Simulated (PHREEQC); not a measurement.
# Polishing slurry liquid

Dissolve 0.0011 mol H2SO4, 5.8e-05 mol KNO3 and 6.8e-05 mol CuSO4 per kg of water at 25 °C and 500 atm. Closed to the air; pH follows from the charge balance.

The numbers come from PHREEQC with the ion-association model, phreeqc.dat.

- pH = 2.70
- ionic strength = 0.00341 mol/kgw
- specific conductance = 882 µS/cm
- total alkalinity = -2.20 meq/kg

| species | molality | activity | log γ |
|---|---|---|---|
| H+ | 0.00210 | 0.00198 | -0.025 |
| SO4-2 | 0.00106 | 0.000832 | -0.106 |
| HSO4- | 9.92e-5 | 9.32e-5 | -0.027 |
| Cu+2 | 6.27e-5 | 4.93e-5 | -0.104 |
| NO3- | 5.80e-5 | 5.44e-5 | -0.028 |
| K+ | 5.77e-5 | 5.42e-5 | -0.027 |
| CuSO4 | 5.26e-6 | 5.26e-6 | 0.000 |
| KSO4- | 2.74e-7 | 2.58e-7 | -0.026 |

Precipitation was switched off in this run. Complexes and solids missing from the database can't appear. Under pressure, the constants of complexes without a molar volume in the database are unreliable.
